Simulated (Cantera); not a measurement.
An isothermal, constant-pressure homogeneous reactor starts with 17.2 % CH₄, 82.8 % N₂, at 1923 K and 39000 Pa.

Cantera simulation using GRI-Mech 3.0 (53 species, 325 reactions); the numbers are that mechanism's predictions, not measurements. GRI-Mech 3.0 stops at C3 and has no aromatics, soot or wall deposition, so with more carbon than oxygen in the feed, carbon stays in small species such as C2H2 where larger ones or solid carbon would form.

x: mole fraction; the columns are a selection and need not sum to one.

```
t (s)        x CH₄    x C₂H₂       x H     x C₂H      x H₂       x CH₂
--------  --------  --------  --------  --------  --------  ----------
5.00e-6      0.172  7.89e-11   4.74e-6    <1e-12   7.56e-5  (withheld)
3.24e-5      0.171   2.93e-7   6.14e-6  9.36e-12  0.000559  (withheld)
0.000210     0.155  0.000783   6.29e-5   5.10e-8    0.0135  (withheld)
0.00136     0.0531    0.0476  0.000394   1.80e-6     0.148  (withheld)
0.00879    0.00837    0.0696  0.000624   2.96e-6     0.209  (withheld)
0.0569     0.00107    0.0729  0.000704   3.34e-6     0.219  (withheld)
0.368     0.000280    0.0733  0.000712   3.38e-6     0.220     7.22e-8
2.39      0.000264    0.0733  0.000712   3.38e-6     0.220     6.80e-8
15.4      0.000264    0.0730  0.000712   3.37e-6     0.220     6.79e-8
100       0.000262    0.0718  0.000712   3.31e-6     0.220     6.75e-8
```

**Question.** Some entries are withheld; supply them.

**Answer.** 
- 5.00e-6, x CH₂: 1.09e-8
- 3.24e-5, x CH₂: 3.59e-7
- 0.000210, x CH₂: 7.02e-6
- 0.00136, x CH₂: 6.06e-6
- 0.00879, x CH₂: 1.68e-6
- 0.0569, x CH₂: 2.68e-7
